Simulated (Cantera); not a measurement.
Charge: 1 mol AlCl₃, 3 mol N₂O, 250 mol N₂, 1.5 mol HCl, held at 0.225 Torr.

These are equilibrium values from Cantera (NASA tables, ideal gas, pure condensed phases), not measurements of a reactor. Candidate condensed phases: Al, AlCl₃, AlN, Al₂O₃, H₂O, NH₄Cl; 45 gas species. The numbers say what is thermodynamically allowed, not how fast it happens. All values below are at 2123 K.

Base state: N₂ 0.974, Cl 0.0157, H 0.00313, O 0.00284, HCl 0.00156, O₂ 0.000914, NO 0.000773, OH 0.000292 (mole fractions); condensed: Al₂O₃(s).

Task: What changes in the equilibrium state with this change: pressure from 0.225 Torr to 750 Torr?

Result: 
```json
[
 {"species": "N₂", "before": "0.974", "after": "0.979"},
 {"species": "Cl", "before": "0.0157", "after": "0.0116"},
 {"species": "HCl", "before": "0.00156", "after": "0.00555"},
 {"species": "AlCl₃", "before": "2.15e-9", "after": "1.15e-5"},
 {"species": "Cl₂", "before": "5.56e-8", "after": "0.000102"},
 {"species": "AlCl", "before": "6.14e-5", "after": "5.38e-8"},
 {"species": "H", "before": "0.00313", "after": "4.51e-6"},
 {"species": "H₂", "before": "0.000228", "after": "1.58e-6"},
 {"species": "Al₂O₃(s), mol", "before": "0.482", "after": "0.498"}
]
```
